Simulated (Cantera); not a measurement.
A closed system holds: 1 mol Si3N4, 6.9 mol N2, equilibrated at 0.000890 bar.

Equilibrium computed with Cantera from the NASA thermochemical tables; the gas is ideal and each condensed phase is pure. Candidate condensed phases: Si, Si3N4; 7 gas species. Rates play no part.

Which condensed phases are stable at each of these points (T (K)): 1648, 1748, 1848, 1948, 2048, 2148, 2248, 2348, 2448, 2548, 2648, 2748, 2848, 2948?


```
T (K)  condensed phases  Si condensed (%)
-----  ----------------  ----------------
1648           Si3N4(s)              99.9
1748              Si(l)              99.5
1848              Si(l)              97.8
1948              Si(l)              91.6
2048              Si(l)              70.9
2148           gas only               0.0
2248           gas only               0.0
2348           gas only               0.0
2448           gas only               0.0
2548           gas only               0.0
2648           gas only               0.0
2748           gas only               0.0
2848           gas only               0.0
2948           gas only               0.0
```

At 1648 K the condensed part is Si3N4(s). From 1748 K to 2048 K the condensed part is Si(l). From 2148 K to 2948 K nothing is condensed.
